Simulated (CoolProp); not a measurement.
Saturation properties of propylene.

Computed with CoolProp (reference Helmholtz-energy equation of state, Lemmon 2013).

```tsv
T (°C)	p (MPa)	liquid density (kg/m³)	vapour Z	liquid viscosity (µPa s)	vapour viscosity (µPa s)
12.95	0.8441	526.3	0.8423	106	___
16.45	0.9270	520.6	0.8317	103	8.49
19.95	1.016	___	0.8206	99.7	8.65
23.45	1.110	508.9	0.8090	___	8.82
26.85	1.209	503.1	0.7973	93.4	9.00
30.35	1.316	496.8	0.7847	90.3	9.19
33.85	1.430	490.4	0.7716	87.3	9.40
37.35	1.552	483.8	0.7578	84.4	9.62
40.85	1.680	476.9	0.7435	81.5	9.86
44.35	1.817	469.8	0.7284	78.7	10.1
47.85	1.961	___	0.7127	75.9	10.4
51.35	2.114	454.6	___	73.1	10.7
54.85	___	446.5	0.6787	___	11.0
```

Task: Some entries are withheld; supply them.

Result: 
- 12.95, vapour viscosity (µPa s): 8.33
- 19.95, liquid density (kg/m³): 514.9
- 23.45, liquid viscosity (µPa s): 96.4
- 47.85, liquid density (kg/m³): 462.4
- 51.35, vapour Z: 0.6961
- 54.85, p (MPa): 2.275
- 54.85, liquid viscosity (µPa s): 70.3

It boils at -47.6 °C under 1 atm.

Viscosity comes from a separate model (Huber 2003), an estimate that may be off by 10 % or more.
